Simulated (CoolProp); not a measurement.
A simple Rankine cycle with water: condensing at 333.15 K, boiler at 0.088 MPa, turbine inlet 374.2 K, turbine efficiency 0.7, pump efficiency 0.7, no recuperator. Each further row changes one setting.

Computed with CoolProp (reference Helmholtz-energy equation of state, Wagner 2002).

```csv
case,thermal efficiency (%),net work (kJ/kg),heat in (kJ/kg),turbine exit temperature (K),volume ratio over the turbine
as stated,6.6,161,2430,333.1,3.81
turbine inlet 394.2 K,6.7,165,2470,333.1,3.66
condensing temperature 325.15 K,8.1,198,2460,325.2,5.39
boiler pressure 0.0616 MPa,5.1,123,2430,333.1,2.70
turbine efficiency 0.6,5.7,138,2430,333.1,3.85
```

The expansion ends wet for: as stated; turbine inlet 394.2 K; condensing temperature 325.15 K; boiler pressure 0.0616 MPa; turbine efficiency 0.6.
